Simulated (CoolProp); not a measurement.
Properties of sulfur dioxide along the isobar 6780 kPa (Tc = 157.5 °C, pc = 7887 kPa, ω = 0.256).

Computed with CoolProp (reference Helmholtz-energy equation of state, Gao 2016).

| T (°C) | phase | cp (kJ/(kg K)) | cv (kJ/(kg K)) | speed of sound (m/s) | isothermal compressibility (1/MPa) | expansivity (1/kK) | fugacity coefficient |
|---|---|---|---|---|---|---|---|
| 128.95 | liquid | 1.982 | 0.8222 | 409.7 | 0.01442 | 6.435 | 0.5423 |
| 137.15 | liquid | 2.299 | 0.8402 | 350.0 | 0.02384 | 8.909 | 0.6008 |
| 145.35 | liquid | 3.255 | 0.8776 | 274.7 | 0.05784 | 16.71 | 0.6596 |
| 153.55 | gas | 2.928 | 0.8403 | 191.1 | 0.4188 | 21.61 | 0.6974 |
| 161.75 | gas | 1.983 | 0.7842 | 203.4 | 0.3070 | 12.98 | 0.7195 |
| 169.85 | gas | 1.622 | 0.7495 | 212.6 | 0.2633 | 9.717 | 0.7386 |
| 178.05 | gas | 1.422 | 0.7249 | 220.3 | 0.2385 | 7.899 | 0.7559 |
| 186.25 | gas | 1.294 | 0.7068 | 227.1 | 0.2224 | 6.732 | 0.7716 |
| 194.45 | gas | 1.205 | 0.6932 | 233.2 | 0.2109 | 5.912 | 0.7860 |
| 202.65 | gas | 1.140 | 0.6829 | 238.8 | 0.2022 | 5.300 | 0.7991 |
| 210.85 | gas | 1.090 | 0.6750 | 243.9 | 0.1955 | 4.823 | 0.8113 |
| 219.05 | gas | 1.051 | 0.6691 | 248.7 | 0.1900 | 4.440 | 0.8225 |
| 227.25 | gas | 1.020 | 0.6646 | 253.2 | 0.1855 | 4.125 | 0.8330 |
| 235.45 | gas | 0.9952 | 0.6613 | 257.5 | 0.1817 | 3.860 | 0.8427 |
| 243.65 | gas | 0.9747 | 0.6590 | 261.6 | 0.1784 | 3.634 | 0.8519 |
| 251.85 | gas | 0.9577 | 0.6574 | 265.5 | 0.1756 | 3.438 | 0.8604 |
